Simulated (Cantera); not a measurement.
A Cantera script and what it prints.

```python
import numpy as np
import cantera as ct

gas_names = """
    C CH CH2 CH3 CH2OH CH3O CH4 CH3OH CO CO2 COOH C2 C2H CHCO,ketyl C2H2,acetylene C2H2,vinylidene
    CH2CO,ketene C2H3,vinyl CH3CO,acetyl C2H4 C2H4O,ethylen CH3CHO,ethanal CH3COOH (HCOOH)2 C2H5 C2H6
    CH3OCH3 C2H5OH C2O C3 C3H3,propargyl C3H4,allene C3H4,propyne C3H4,cyclo- C3H5,allyl C3H6,propylene
    C3H6,cyclo- C3H6O C3H7,n-propyl C3H7,i-propyl C3H8 C3H8O,1propanol C3H8O,2propanol C3O2 C4 C4H2
    C4H4,1,3-cyclo- C4H6,butadiene C4H6,2-butyne C4H6,cyclo- C4H8,1-butene C4H8,cis2-buten
    C4H8,tr2-butene C4H8,isobutene C4H8,cyclo- (CH3COOH)2 C4H9,n-butyl C4H9,i-butyl C4H9,s-butyl
    C4H9,t-butyl C4H10,isobutane C4H10,n-butane C5 C5H6,1,3cyclo- C5H8,cyclo- C5H10,1-pentene
    C5H10,cyclo- C5H11,pentyl C5H11,t-pentyl C5H12,n-pentane C5H12,i-pentane CH3C(CH3)2CH3 C6H2
    C6H5,phenyl C6H5O,phenoxy C6H6 C6H5OH,phenol C6H10,cyclo- C6H12,1-hexene C6H12,cyclo- C6H13,n-hexyl
    C7H7,benzyl C7H8 C7H8O,cresol C7H14,1-heptene C7H15,n-heptyl C7H16,n-heptane C8H8,styrene
    C8H10,ethylbenz C8H16,1-octene C8H17,n-octyl C8H18,isooctane C8H18,n-octane C9H19,n-nonyl
    C10H8,naphthale C10H21,n-decyl C12H9,o-bipheny C12H10,bipheny H HCO HO2 H2 HCHO,formaldehy HCOOH H2O
    H2O2 O OH O2 O3
""".split()
cond_names = """
    C(gr) C6H6(L) C7H8(L) C8H18(L),n-octa H2O(s) H2O(L)
""".split()


def load(file, names, dense=False):
    # The tables refer to 1 bar. Condensed volumes are neglected.
    table = {s.name: s for s in ct.Species.list_from_file(file)}
    out = []
    for n in names:
        d = dict(table[n].input_data)
        d["thermo"] = dict(d["thermo"], **{"reference-pressure": 1e5})
        if dense:
            d["equation-of-state"] = {"model": "constant-volume", "density": "1e6 g/cm^3"}
        out.append(ct.Species.from_dict(d))
    return out


gas = ct.Solution(thermo="ideal-gas", species=load("nasa_gas.yaml", gas_names))
cond = {s.name: ct.Solution(thermo="fixed-stoichiometry", species=[s], name=s.name)
        for s in load("nasa_condensed.yaml", cond_names, dense=True)}
atoms = {
    'C2H2': {'C': 2, 'H': 2},
    'H2': {'H': 2},
    'H2O': {'H': 2, 'O': 1},
}
top_T = {'C(gr)': 4500}  # K; cautious upper limits of use, not melting points


def equilibrate(T, P, feed):
    n = {}
    for name, mol in feed.items():
        for a, k in atoms[name].items():
            n[a] = n.get(a, 0.0) + k * mol
    gas.TPX = T, P, n
    mass = sum(n.values()) * gas.mean_molecular_weight
    gas.equilibrate("TP")
    valid = [c for c in cond.values() if c.min_temp <= T <= top_T.get(c.name, c.max_temp)]
    mix = ct.Mixture([(gas, mass / gas.mean_molecular_weight)] + [(c, 0.0) for c in valid])
    mix.T, mix.P = T, P
    mix.equilibrate("TP", solver="vcs", rtol=1e-11, max_steps=5000)
    return mix


results = []
T = 923.15  # K
P = 10000  # Pa
for m in [0.083, 0.13, 0.21, 0.33, 0.52, 0.81, 1.3]:
    feed = {'C2H2': 1, 'H2': 49, 'H2O': m}  # mol
    mix = equilibrate(T, P, feed)
    results.append((T, P, feed, dict(zip(mix.species_names, mix.species_moles))))

top = {s: max(r[3][s] / sum(r[3][g] for g in gas_names) for r in results) for s in gas_names}
cols = sorted((s for s in top if top[s] > 0.001), key=lambda s: -top[s])[:7]
seen = [c for c in cond_names if any(r[3].get(c, 0) > 1e-12 for r in results)]
print("log10 of partial pressures in bar; condensed amounts in mol")
print(f"{'n(H2O)':>10s}" + "".join(f"{s[:9]:>10s}" for s in cols + seen))
for T, P, feed, n in results:
    ng = sum(n[g] for g in gas_names)
    print(f"{feed['H2O']:10.4g}" + "".join(f"{np.log10(max(n[s] / ng * P / 1e5, 1e-99)):10.3f}" for s in cols)
          + "".join(f"{n.get(c, 0):10.4g}" for c in seen))
```

Result:

```
log10 of partial pressures in bar; condensed amounts in mol
    n(H2O)        H2       CH4        CO       H2O     C(gr)
     0.083    -1.010    -2.655    -3.833    -4.656    0.8422
      0.13    -1.011    -2.656    -3.639    -4.462    0.8014
      0.21    -1.012    -2.657    -3.432    -4.256     0.732
      0.33    -1.013    -2.659    -3.238    -4.063     0.628
      0.52    -1.014    -2.663    -3.044    -3.871    0.4634
      0.81    -1.017    -2.667    -2.858    -3.687    0.2121
       1.3    -1.019    -2.756    -2.675    -3.423         0
```

Equilibrium computed with Cantera from the NASA thermochemical tables; the gas is ideal and each condensed phase is pure.
